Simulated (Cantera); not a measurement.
An isothermal, constant-pressure homogeneous reactor starts with NH3 : N2 = 1 : 0.19 (molar parts), at 1475 K and 975 Torr.

Detailed kinetics in Cantera: the gas-phase N/H chemistry of the illustrative SiF4/NH3 mechanism in the Surface Chemkin manual (1991). Walls and surfaces, which speed up NH3 decomposition in real reactors, are not modelled.

x: mole fraction; the columns are a selection and need not sum to one.

| t (s) | x NH3 | x N2 | x NH2 | x H | x NH | x N2H4 |
|---|---|---|---|---|---|---|
| 0.000200 | 0.840 | 0.160 | 1.88e-6 | 7.16e-10 | 1.51e-10 | 6.83e-10 |
| 0.000796 | 0.840 | 0.160 | 7.39e-6 | 8.03e-10 | ? | 1.14e-8 |
| 0.00317 | 0.840 | 0.160 | 2.46e-5 | 1.94e-9 | ? | 1.28e-7 |
| 0.0126 | 0.840 | 0.160 | 3.28e-5 | 6.03e-9 | 3.95e-8 | 2.27e-7 |
| 0.0502 | 0.839 | 0.160 | 3.27e-5 | 2.00e-8 | 4.01e-8 | 2.26e-7 |
| 0.200 | 0.835 | 0.161 | 3.24e-5 | 7.48e-8 | 4.19e-8 | 2.23e-7 |
| 0.796 | 0.821 | 0.163 | 3.15e-5 | 2.84e-7 | 4.58e-8 | 2.11e-7 |
| 3.17 | 0.770 | 0.173 | 2.90e-5 | 1.00e-6 | 4.73e-8 | 1.78e-7 |
| 12.6 | 0.630 | 0.199 | 2.28e-5 | 2.87e-6 | ? | 1.10e-7 |
| 50.2 | 0.402 | 0.241 | 1.36e-5 | 5.60e-6 | ? | 3.94e-8 |
| 200 | 0.195 | 0.279 | 6.22e-6 | 7.74e-6 | ? | 8.21e-9 |

Q: What belongs in the gaps?

A: 
- 0.000796, x NH: 2.62e-9
- 0.00317, x NH: 2.42e-8
- 12.6, x NH: 3.83e-8
- 50.2, x NH: 2.19e-8
- 200, x NH: 9.46e-9
